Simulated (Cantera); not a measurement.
An adiabatic, constant-pressure homogeneous reactor starts with H₂ : O₂ : N₂ = 1 : 0.25 : 0.725 (molar parts), at 1175 K and 21000 Torr.

Computed with Cantera and the H2/O2 subset of GRI-Mech 3.0, which has no nitrogen chemistry. The hydrogen kinetics of GRI-Mech 3.0 are dated; newer H2 mechanisms differ, most at raised pressure. The pressure lies above the range GRI-Mech 3.0 was tuned for (to about 10 atm).

One state of this run: T (K) = 2893; x H₂ = 0.284; x O₂ = 3.44e-5; x H₂O = 0.284; x OH = 0.00347; x O = 8.63e-5; x H = 0.0114. x: mole fraction; the columns are a selection and need not sum to one.

Problem. Which value of t (s) does it belong to?
A. 1.45e-5
B. 4.19e-5
C. 0.000351
D. 5.00e-6

Solution. C, 0.000351
